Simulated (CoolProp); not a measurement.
Aqueous potassium carbonate as a coolant, 13 % by mass, freezing at -4.9 °C, 1 atm.

Model: Melinder's fits for secondary coolants, in CoolProp.

```json
[
 {"T (°C)": "-3.4", "density (kg/m³)": "1127", "viscosity (mPa s)": "2.55", "Prandtl number": "16.4", "cp (kJ/(kg K))": "3.536"},
 {"T (°C)": "1.1", "density (kg/m³)": "1126", "viscosity (mPa s)": "2.22", "Prandtl number": "14.2", "cp (kJ/(kg K))": "3.544"},
 {"T (°C)": "5.6", "density (kg/m³)": "1125", "viscosity (mPa s)": "1.95", "Prandtl number": "12.4", "cp (kJ/(kg K))": "3.552"},
 {"T (°C)": "10.2", "density (kg/m³)": "1123", "viscosity (mPa s)": "1.73", "Prandtl number": "10.8", "cp (kJ/(kg K))": "3.561"},
 {"T (°C)": "14.7", "density (kg/m³)": "1122", "viscosity (mPa s)": "1.55", "Prandtl number": "9.62", "cp (kJ/(kg K))": "3.569"},
 {"T (°C)": "19.2", "density (kg/m³)": "1120", "viscosity (mPa s)": "1.40", "Prandtl number": "8.59", "cp (kJ/(kg K))": "3.577"},
 {"T (°C)": "23.7", "density (kg/m³)": "1118", "viscosity (mPa s)": "1.27", "Prandtl number": "7.72", "cp (kJ/(kg K))": "3.585"},
 {"T (°C)": "28.3", "density (kg/m³)": "1116", "viscosity (mPa s)": "1.16", "Prandtl number": "6.96", "cp (kJ/(kg K))": "3.593"},
 {"T (°C)": "32.8", "density (kg/m³)": "1114", "viscosity (mPa s)": "1.06", "Prandtl number": "6.30", "cp (kJ/(kg K))": "3.600"},
 {"T (°C)": "37.3", "density (kg/m³)": "1112", "viscosity (mPa s)": "0.976", "Prandtl number": "5.73", "cp (kJ/(kg K))": "3.607"}
]
```
